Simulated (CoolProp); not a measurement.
Oxygen at 559.51 K and 0.806 MPa is throttled through a valve to 0.558 MPa with no heat exchange. Each further row changes one setting.

Computed with CoolProp (reference Helmholtz-energy equation of state, Schmidt 1985).

```json
[
 {"case": "as stated", "temperature change (K)": "[?]", "final density (kg/m³)": "[?]"},
 {"case": "outlet pressure 0.167 MPa", "temperature change (K)": "[?]", "final density (kg/m³)": "[?]"},
 {"case": "outlet pressure 0.725 MPa", "temperature change (K)": "-0.0", "final density (kg/m³)": "[?]"}
]
```

Q: Some entries are withheld; supply them.

A: 
- as stated, temperature change (K): -0.1
- as stated, final density (kg/m³): 3.83
- outlet pressure 0.167 MPa, temperature change (K): -0.3
- outlet pressure 0.167 MPa, final density (kg/m³): 1.15
- outlet pressure 0.725 MPa, final density (kg/m³): 4.98

Above 300 K oxygen's equation is extrapolated.
